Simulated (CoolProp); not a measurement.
The numbers come from the reference Helmholtz-energy equation of state, Lemmon 2006 in CoolProp. It is a short technical equation, of lower accuracy than the large ones.

Q: Give the vapour pressure (MPa), enthalpy of vaporisation (kJ/kg), vapour Z of saturated nitrous oxide at -6.35 °C.

A: 
| T (°C) | p (MPa) | enthalpy of vaporisation (kJ/kg) | vapour Z |
|---|---|---|---|
| -6.35 | 2.64 | 248 | 0.743 |
